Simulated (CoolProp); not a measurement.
A single-stage vapour-compression cycle with carbon dioxide: evaporating at 226.15 K (dew point), condensing at 271.15 K (bubble point), superheat 10 K, subcooling 0 K, compressor efficiency 0.65, no pressure losses. Each further row changes one setting.

Values from CoolProp's reference Helmholtz-energy equation of state, Span 1996.

```tsv
case	cooling COP	pressure ratio	discharge temperature (K)	refrigerating effect (kJ/kg)	volumetric capacity (kJ/m³)
as stated	?	4.29	371.2	248	4700
evaporating temperature 231.15 K	2.72	3.54	357.8	250	5690
condensing temperature 266.15 K	?	3.75	357.3	260	4920
subcooling 5 K	2.42	4.29	371.2	260	4920
superheat 20 K	?	4.29	?	?	4610
compressor efficiency 0.55	1.95	4.29	?	248	4700
```

**Question.** Fill in the missing entries.

**Answer.** 
- as stated, cooling COP: 2.30
- condensing temperature 266.15 K, cooling COP: 2.70
- superheat 20 K, cooling COP: 2.26
- superheat 20 K, discharge temperature (K): 385.9
- superheat 20 K, refrigerating effect (kJ/kg): 257
- compressor efficiency 0.55, discharge temperature (K): 390.1
